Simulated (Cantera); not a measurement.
A closed system holds: 1 mol Pb, 1.2 mol CO, at 1523.15 K and 308 Torr.

These are equilibrium values from Cantera (NASA tables, ideal gas, pure condensed phases), not measurements of a reactor. Candidate condensed phases: C, Pb, PbO, PbO2, Pb3O4; 15 gas species. Equilibrium is a limit: real reactors are often held back by kinetics, nucleation or transport.

Question: What is the equilibrium state?

Answer: 
| Quantity | Value |
|---|---|
| x(CO) | 0.925 |
| x(Pb) | 0.0746 |
| x(CO2) | 0.000190 |
| x(Pb2) | 3.61e-5 |
| n(C(graphite)) | 0.000247 mol |
| n(Pb(l)) | 0.903 mol |
| gas amount | 1.297 mol |
